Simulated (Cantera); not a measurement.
Charge: 1 mol Ta, a varied amount of H₂O, held at 0.850 Pa.

These are equilibrium values from Cantera (NASA tables, ideal gas, pure condensed phases), not measurements of a reactor. Candidate condensed phases: H₂O, Ta, Ta₂O₅; 12 gas species. Mutual solubility and eutectic melting of coexisting phases are not modelled. Condensed phases not in the tables: N, O or C dissolved in the metal. Equilibrium is a limit: real reactors are often held back by kinetics, nucleation or transport.

Stable condensed phases, one row left out:

```
T in K \ n(H₂O) in mol
         0.17  0.3 0.51 0.88  1.5  2.6  4.5  7.8
   2448     A    A    A    A    B    B    B    B
   2398     A    A    A    A    B    B    B    B
   2348     A    A    A    A    B    B    B    B
   2298     A    A    A    A    B    B    B    B
   2248     A    A    A    A    B    B    B    B
   2198     A    A    A    A    A    B    B    B
   2098     A    A    A    A    A    C    C    C
   2048     A    A    A    A    A    C    C    C
   1998     D    D    D    D    D    C    C    C
   1948     D    D    D    D    D    C    C    C
```

A: Ta; B: gas only; C: Ta₂O₅; D: Ta + Ta₂O₅.

Problem. Give the row for 2148 K.

Solution. 0.17: Ta; 0.3: Ta; 0.51: Ta; 0.88: Ta; 1.5: Ta; 2.6: Ta₂O₅; 4.5: Ta₂O₅; 7.8: gas only.
